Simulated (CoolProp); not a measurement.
Carbonyl sulfide along the isobar 8370 kPa: Z from the reference equation and from simpler models built on Tc = 105.6 °C, pc = 6369 kPa, ω = 0.098; each cubic takes its own stable root.

Computed with CoolProp (reference Helmholtz-energy equation of state, Lemmon 2006). It is a short technical equation, of lower accuracy than the large ones.

```csv
T (°C),phase,reference
-21.15,liquid,0.2131
-5.95,liquid,0.2072
9.25,liquid,0.2027
24.55,liquid,0.1995
39.75,liquid,0.1979
55.05,liquid,0.1980
70.25,liquid,0.2004
85.55,liquid,0.2066
100.75,liquid,0.2203
```

Question: How far does each simpler model (van der Waals, Soave-Redlich-Kwong) lie from the reference over these 9 states: mean and median of the absolute difference, and the worst?

Answer: 
- van der Waals: mean 49.0 %, median 49.8 %, worst +52.2 % at -21.15 °C and 8370 kPa
- Soave-Redlich-Kwong: mean 8.7 %, median 7.5 %, worst +16.0 % at 100.75 °C and 8370 kPa
